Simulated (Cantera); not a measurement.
Charge: 1 mol SiF4, 2.2 mol NH3, 15 mol N2, at 1300 K and 80.0 mbar.

These are equilibrium values from Cantera (NASA tables, ideal gas, pure condensed phases), not measurements of a reactor. Candidate condensed phases: Si, Si3N4; 37 gas species. The tables' values for SiF3 are old estimates; treat these amounts as uncertain. Rates play no part.

**Question.** What is the equilibrium state?

**Answer.** 
| Item | Value |
|---|---|
| x(N2) | 0.789 |
| x(H2) | 0.161 |
| x(SiF4) | 0.0478 |
| x(HF) | 0.00191 |
| x(SiF3) | 0.000525 |
| x(SiHF3) | 0.000375 |
| x(SiF2) | 4.90e-6 |
| x(H) | 1.57e-6 |
| x(SiH2F2) | 1.40e-6 |
| n(Si3N4(s)) | 0.00169 mol |
| gas amount | 20.41 mol |
| log10 activity of Si(s) (absent) | -3.40 |
